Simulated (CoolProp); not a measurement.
Vapour-liquid equilibrium of n-hexane (1) + m-xylene (2) at 428.9 K; x and y are mole fractions of (1).

Computed with CoolProp (multi-fluid Helmholtz-energy mixture model, Thol 2019 and Zhou 2012; pair parameters Bell 2016).

Problem. Give the bubble pressure and the first vapour's composition at x = 0.25, 0.35, 0.55. Is there an azeotrope?

Solution. x = 0.25: 341.9 kPa, y = 0.636; x = 0.35: 419.3 kPa, y = 0.734; x = 0.55: 560.4 kPa, y = 0.847. No azeotrope shows between x = 0.05 and 0.95.

Pair parameters are fitted to limited data, so mixtures are less certain than the pure fluids.
